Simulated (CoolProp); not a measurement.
The fluid at 298.15 K and 2.82 MPa is throttled through a valve to 0.399 MPa with no heat exchange. The same conditions are run with several fluids, on thermodynamics alone (safety and materials aside).

Model: reference Helmholtz-energy equation of state of each fluid (n-decane: Lemmon 2006; R141b: Lemmon 2006; n-pentane: Thol 2019; R236EA: Rui 2013; carbonyl sulfide: Lemmon 2006), in CoolProp.

| fluid | temperature change (K) | final phase | final density (kg/m³) |
|---|---|---|---|
| n-decane | +1.0 | liquid | [?] |
| R141b | +0.9 | liquid | 1230 |
| n-pentane | +0.9 | liquid | [?] |
| R236EA | [?] | liquid | [?] |
| carbonyl sulfide | -40.4 | [?] | [?] |

Problem. What belongs in the gaps?

Solution. 
- n-decane, final density (kg/m³): 726
- n-pentane, final density (kg/m³): 621
- R236EA, temperature change (K): +0.5
- R236EA, final density (kg/m³): 1430
- carbonyl sulfide, final phase: two-phase, vapour fraction 0.186
- carbonyl sulfide, final density (kg/m³): 61.9
